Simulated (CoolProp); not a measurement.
A closed Brayton cycle with dry air: compressor inlet 318.15 K and 0.53 MPa, high pressure 1.14 MPa, turbine inlet 995 K, compressor efficiency 0.89, turbine efficiency 0.93, recuperator effectiveness 0.9 (on enthalpy, no pinch check). Each further row changes one setting.

Values from CoolProp's reference Helmholtz-energy equation of state, Lemmon 2000. It is a pseudo-pure fit of the blend.

```tsv
case	thermal efficiency (%)	net work (kJ/kg)	compressor to turbine work	compressor exit (K)	turbine exit (K)
as stated	42.2	97.4	0.47	405.4	830.4
turbine inlet 945 K	…	88.0	…	405.4	787.4
compressor inlet 328.15 K	41.2	94.6	0.49	418.0	830.4
high pressure 0.969 MPa	40.7	81.4	0.45	…	863.1
recuperator effectiveness 0.5	23.7	97.4	0.47	405.4	830.4
```

Q: Some entries are withheld; supply them.

A: 
- turbine inlet 945 K, thermal efficiency (%): 40.6
- turbine inlet 945 K, compressor to turbine work: 0.50
- high pressure 0.969 MPa, compressor exit (K): 385.3
